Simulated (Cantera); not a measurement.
A closed system holds: 1 mol Zr, 0.038 mol H2O, 2.3 mol H2, at 683 Torr.

Equilibrium computed with Cantera from the NASA thermochemical tables; the gas is ideal and each condensed phase is pure. Candidate condensed phases: H2O, Zr, ZrO2; 12 gas species. Mutual solubility and eutectic melting of coexisting phases are not modelled. Condensed phases not in the tables: N, O or C dissolved in the metal. Equilibrium is a limit: real reactors are often held back by kinetics, nucleation or transport.

log p: log10 of the partial pressure in bar; n: condensed amount in mol.

| T (K) | log p H2 | log p H | log p ZrO | log p H2O | log p Zr | n Zr(β) | n ZrO2(tetragonal) | n Zr(l) |
|---|---|---|---|---|---|---|---|---|
| 1800 | -0.04 | -3.47 | -9.07 | -6.85 | -10.36 | 0.981 | 0.0190 | 0 |
| 1900 | -0.04 | (withheld) | (withheld) | (withheld) | (withheld) | 0.981 | 0.0190 | 0 |
| 2000 | -0.04 | -2.81 | -7.29 | -6.01 | -8.61 | 0.981 | 0.0190 | 0 |
| 2100 | -0.04 | -2.53 | -6.52 | -5.65 | -7.86 | 0.981 | 0.0190 | 0 |
| 2200 | -0.04 | -2.27 | -5.84 | -5.32 | -7.20 | 0 | 0.0190 | 0.981 |
| 2300 | -0.05 | (withheld) | (withheld) | (withheld) | (withheld) | 0 | 0.0190 | 0.981 |
| 2400 | -0.05 | -1.82 | -4.66 | -4.73 | -6.06 | 0 | 0.0189 | 0.981 |

Some entries are withheld; supply them.


- 1900, log p H: -3.12
- 1900, log p ZrO: -8.13
- 1900, log p H2O: -6.41
- 1900, log p Zr: -9.44
- 2300, log p H: -2.04
- 2300, log p ZrO: -5.22
- 2300, log p H2O: -5.01
- 2300, log p Zr: -6.60
